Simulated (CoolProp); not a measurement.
Vapour-liquid equilibrium of isobutene (1) + ethanol (2) at 342 K; x and y are mole fractions of (1).

Computed with CoolProp (multi-fluid Helmholtz-energy mixture model, Lemmon 2005 and Schroeder 2014; pair parameters Bell 2016).

```json
[
 {"x": "0.05", "bubble pressure, mixture model (kPa)": "228.0", "bubble pressure, Raoult's law (kPa)": "113.1", "y, mixture model": "0.701", "y, Raoult's law": "0.424"},
 {"x": "0.15", "bubble pressure, mixture model (kPa)": "498.3", "bubble pressure, Raoult's law (kPa)": "202.2", "y, mixture model": "0.867", "y, Raoult's law": "0.712"},
 {"x": "0.25", "bubble pressure, mixture model (kPa)": "675.3", "bubble pressure, Raoult's law (kPa)": "291.3", "y, mixture model": "0.904", "y, Raoult's law": "0.823"},
 {"x": "0.35", "bubble pressure, mixture model (kPa)": "764.9", "bubble pressure, Raoult's law (kPa)": "380.3", "y, mixture model": "0.918", "y, Raoult's law": "0.883"},
 {"x": "0.45", "bubble pressure, mixture model (kPa)": "798.5", "bubble pressure, Raoult's law (kPa)": "469.4", "y, mixture model": "0.923", "y, Raoult's law": "0.920"},
 {"x": "0.55", "bubble pressure, mixture model (kPa)": "809.1", "bubble pressure, Raoult's law (kPa)": "558.4", "y, mixture model": "0.924", "y, Raoult's law": "0.945"},
 {"x": "0.65", "bubble pressure, mixture model (kPa)": "819.1", "bubble pressure, Raoult's law (kPa)": "647.5", "y, mixture model": "0.926", "y, Raoult's law": "0.963"},
 {"x": "0.75", "bubble pressure, mixture model (kPa)": "840.7", "bubble pressure, Raoult's law (kPa)": "736.6", "y, mixture model": "0.933", "y, Raoult's law": "0.977"},
 {"x": "0.85", "bubble pressure, mixture model (kPa)": "878.2", "bubble pressure, Raoult's law (kPa)": "825.6", "y, mixture model": "0.947", "y, Raoult's law": "0.988"},
 {"x": "0.95", "bubble pressure, mixture model (kPa)": "930.0", "bubble pressure, Raoult's law (kPa)": "914.7", "y, mixture model": "0.977", "y, Raoult's law": "0.996"}
]
```

The largest gap from Raoult's law is +146.4 % in bubble pressure, at x = 0.15. No azeotrope shows between x = 0.05 and 0.95.

Pair parameters are fitted to limited data, so mixtures are less certain than the pure fluids. With so large a gap from Raoult's law the liquid may split in two, which this calculation doesn't test in full.
